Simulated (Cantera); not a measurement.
Cantera with NASA thermochemical tables; ideal gases at 1 bar, condensed phases pure. Values are per mole of reaction as written; species without (g) are pure solids or liquids, kept so even where they would boil at 1 bar.

**Question.** Between 300 and 573 K, where is each reaction favourable under standard conditions?
- 3 NiS₂ + 2 H₂(g) = 2 H₂S(g) + Ni₃S₄

**Answer.** 
- 3 NiS₂ + 2 H₂(g) = 2 H₂S(g) + Ni₃S₄: ΔG° is 16 kJ at 300 K and -14 kJ at 573 K; it changes sign between 423 and 473 K. ΔH° is 46 kJ and ΔS° 105 J/K at 573 K.
